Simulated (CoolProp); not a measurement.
Vapour-liquid equilibrium of R143a (1) + n-butane (2) at 0.99 MPa; x and y are mole fractions of (1).

Computed with CoolProp (multi-fluid Helmholtz-energy mixture model, Lemmon and Jacobsen 2000 and Bücker 2006; pair parameters Bell 2016).

Q: Give the bubble temperature and the first vapour's composition at x = 0.05, 0.35, 0.8. Is there an azeotrope?

A: x = 0.05: 64.8 °C, y = 0.263; x = 0.35: 30.8 °C, y = 0.730; x = 0.8: 19.3 °C, y = 0.891. No azeotrope shows between x = 0.05 and 0.95.

Pair parameters are fitted to limited data, so mixtures are less certain than the pure fluids. With so large a gap from Raoult's law the liquid may split in two, which this calculation doesn't test in full.
